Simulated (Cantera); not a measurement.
A perfectly stirred reactor is fed with H2 : O2 : N2 = 1.3 : 1 : 1.9 (molar parts), equivalence ratio 0.65, at 0.490 bar; it is held at 1198 K, and followed from long to short residence time.

Model: GRI-Mech 3.0 (53 species, 325 reactions), integrated in Cantera. The temperature is held fixed by assumption; the heat of reaction is taken as removed at once.

Problem. What does this change do: N2 1.9 to 16 parts?

Solution. 
```tsv
quantity	before	after
x(H2) at τ = 1.10 s	0.000250	0.000108
x(O2) at τ = 1.10 s	0.0986	0.0198
x(N2O) at τ = 1.10 s	4.31e-7	3.13e-7
x(HO2) at τ = 1.10 s	8.64e-6	1.92e-6
x(OH) at τ = 1.10 s	0.000155	0.000102
x(H2) at τ = 16.0 ms	0.00369	0.00157
x(O2) at τ = 16.0 ms	0.0999	0.0204
x(N2O) at τ = 16.0 ms	1.88e-7	9.76e-8
x(HO2) at τ = 16.0 ms	5.45e-5	5.97e-6
x(OH) at τ = 16.0 ms	0.000692	0.000437
```

Problem. What does this change do: pressure from 0.490 bar to 0.133 bar?

Solution. 
```csv
quantity,before,after
x(H2) at τ = 1.10 s,0.000250,0.000444
x(O2) at τ = 1.10 s,0.0986,0.0986
x(N2O) at τ = 1.10 s,4.31e-7,1.13e-7
x(HO2) at τ = 1.10 s,8.64e-6,7.14e-6
x(OH) at τ = 1.10 s,0.000155,0.000515
x(H2) at τ = 16.0 ms,0.00369,0.00660
x(O2) at τ = 16.0 ms,0.0999,0.100
x(N2O) at τ = 16.0 ms,1.88e-7,3.40e-8
x(HO2) at τ = 16.0 ms,5.45e-5,2.24e-5
x(OH) at τ = 16.0 ms,0.000692,0.00220
```

Problem. What does this change do: pressure from 0.490 bar to 0.900 bar?

Solution. 
```tsv
quantity	before	after
x(H2) at τ = 1.10 s	0.000250	0.000450
x(O2) at τ = 1.10 s	0.0986	0.0988
x(N2O) at τ = 1.10 s	4.31e-7	4.66e-7
x(HO2) at τ = 1.10 s	8.64e-6	1.65e-5
x(OH) at τ = 1.10 s	0.000155	4.22e-5
x(H2) at τ = 16.0 ms	0.00369	0.00469
x(O2) at τ = 16.0 ms	0.0999	0.101
x(N2O) at τ = 16.0 ms	1.88e-7	3.02e-7
x(HO2) at τ = 16.0 ms	5.45e-5	8.76e-5
x(OH) at τ = 16.0 ms	0.000692	0.000264
```
